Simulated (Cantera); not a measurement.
A closed system holds: 1 mol c-C₄F₈, 0.045 mol CH₄, 16 mol H₂, equilibrated at 79.0 mbar.

Method: chemical equilibrium by Gibbs-energy minimisation in Cantera with the NASA 1993 tables (ideal gas, pure condensed phases). Candidate condensed phases: C, C₆H₆, C₇H₈, C₈H₁₈; 95 gas species. The feed counts by its element totals alone. Kinetics and transport are ignored.

log p: log10 of the partial pressure in bar; n: condensed amount in mol.

| T (°C) | log p H | log p H₂ | log p HF | log p C₃ | log p C₂H₂ (acetylene) | log p C₂H | n C(graphite) |
|---|---|---|---|---|---|---|---|
| 2700 | -1.63 | -1.57 | -1.58 | -3.63 | -2.81 | -3.65 | 2.69 |
| 2725 | -1.60 | -1.59 | -1.58 | -3.52 | -2.80 | -3.58 | 2.54 |
| 2750 | -1.58 | -1.62 | -1.59 | -3.40 | -2.79 | -3.51 | 2.36 |
| 2775 | -1.56 | -1.64 | -1.60 | -3.29 | -2.78 | -3.44 | 2.15 |
| 2800 | -1.54 | -1.66 | -1.60 | ___ | -2.78 | ___ | ___ |
| 2825 | -1.52 | -1.69 | -1.61 | -3.07 | -2.77 | -3.31 | 1.58 |
| 2850 | -1.50 | -1.71 | -1.62 | -2.96 | -2.77 | -3.25 | 1.20 |
| 2875 | -1.49 | -1.74 | -1.63 | -2.85 | -2.77 | -3.19 | 0.735 |
| 2900 | -1.47 | -1.77 | -1.64 | -2.75 | -2.77 | -3.13 | 0.153 |
| 2925 | -1.45 | -1.80 | -1.64 | -2.71 | -2.82 | -3.12 | 0 |
| 2950 | -1.44 | -1.83 | -1.65 | -2.70 | ___ | -3.12 | 0 |
| 2975 | -1.42 | -1.85 | -1.66 | -2.69 | -2.93 | -3.13 | 0 |

Q: Complete the blanks.

A: 
- 2950, log p C₂H₂ (acetylene): -2.88
- 2800, log p C₃: -3.18
- 2800, log p C₂H: -3.37
- 2800, n C(graphite): 1.89
